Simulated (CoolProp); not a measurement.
The numbers come from the reference Helmholtz-energy equation of state, McLinden 2020 in CoolProp.

Give the vapour pressure (bar), liquid density (kg/m³), vapour Z of saturated R1336mzz(Z) at 363.8, 398.7, 433.6 K.


```tsv
T (K)	p (bar)	liquid density (kg/m³)	vapour Z
363.8	5.64	1170	0.831
398.7	12.3	1040	0.706
433.6	23.9	809	0.490
```
